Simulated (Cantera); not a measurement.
Adiabatic ignition

An adiabatic, constant-pressure homogeneous reactor starts with CO : H2 : CH4 : O2 : N2 : H2O = 1 : 1 : 0.32 : 3.9 : 12.9 : 1.4 (molar parts), at 1648 K and 4.93 atm.

Model: GRI-Mech 3.0 (53 species, 325 reactions), integrated in Cantera.

```csv
t (s),T (K),x CO,x H2,x CH4,x CH2O,x HCO,x CH3,x C2H6
2.00e-6,1648,0.0487,0.0486,0.0155,3.42e-6,5.40e-9,9.07e-5,2.00e-7
7.02e-6,2133,0.0374,0.00618,3.68e-12,4.35e-10,1.51e-7,8.43e-12,<1e-12
2.47e-5,2502,0.00661,0.00208,<1e-12,2.28e-11,3.47e-9,<1e-12,<1e-12
8.66e-5,2542,0.00388,0.00143,<1e-12,1.11e-11,1.33e-9,<1e-12,<1e-12
0.000304,2541,0.00386,0.00142,<1e-12,1.10e-11,1.32e-9,<1e-12,<1e-12
0.00107,2537,0.00381,0.00141,<1e-12,1.08e-11,1.28e-9,<1e-12,<1e-12
0.00375,2528,0.00369,0.00137,<1e-12,1.01e-11,1.19e-9,<1e-12,<1e-12
0.0132,2519,0.00357,0.00133,<1e-12,9.51e-12,1.11e-9,<1e-12,<1e-12
0.0462,2518,0.00356,0.00133,<1e-12,9.45e-12,1.10e-9,<1e-12,<1e-12
0.162,2518,0.00356,0.00133,<1e-12,9.45e-12,1.10e-9,<1e-12,<1e-12
0.570,2518,0.00356,0.00133,<1e-12,9.45e-12,1.10e-9,<1e-12,<1e-12
2.00,2518,0.00356,0.00133,<1e-12,9.45e-12,1.10e-9,<1e-12,<1e-12
```
x: mole fraction; the columns are a selection and need not sum to one.

time of steepest temperature rise: 4.67 µs
temperature at 2.00 s: 2518 K
equilibrium temperature: 2518 K
x(CO) at 2.00 s: 0.00356 (gas-phase equilibrium 0.00356)
x(H2) at 2.00 s: 0.00133 (gas-phase equilibrium 0.00133)
x(CH4) at 2.00 s: <1e-12 (gas-phase equilibrium <1e-12)
